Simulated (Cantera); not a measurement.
Charge: 1 mol SiH4, a varied amount of O3, held at 575 K and 0.00960 bar.

Cantera equilibrium calculation (NASA polynomials, part measured and part estimated; ideal gas, pure solids and liquids). Candidate condensed phases: H2O, Si, SiO2; 18 gas species. Kinetics and transport are ignored.

x: gas mole fraction; n: condensed amount in mol.

| n(O3) (mol) | x H2 | x H2O | x O2 | n Si(s) | n SiO2(α-quartz) |
|---|---|---|---|---|---|
| 0.37 | 1.00 | <1e-12 | <1e-12 | 0.445 | 0.555 |
| 0.5 | 1.00 | <1e-12 | <1e-12 | 0.250 | 0.750 |
| 0.69 | 0.965 | 0.0350 | <1e-12 | 0 | 1.00 |
| 0.94 | 0.590 | 0.410 | <1e-12 | 0 | 1.00 |
| 1.3 | 0.0500 | 0.950 | <1e-12 | 0 | 1.00 |
| 1.8 | <1e-12 | 0.741 | 0.259 | 0 | 1.00 |
| 2.4 | <1e-12 | 0.556 | 0.444 | 0 | 1.00 |
| 3.3 | <1e-12 | (withheld) | (withheld) | 0 | 1.00 |
| 4.5 | <1e-12 | (withheld) | (withheld) | 0 | 1.00 |
| 6.2 | <1e-12 | 0.215 | 0.785 | 0 | 1.00 |
| 8.4 | <1e-12 | 0.159 | 0.841 | 0 | 1.00 |

Question: Fill in the missing entries.

Answer: 
- 3.3, x H2O: 0.404
- 3.3, x O2: 0.596
- 4.5, x H2O: 0.296
- 4.5, x O2: 0.704
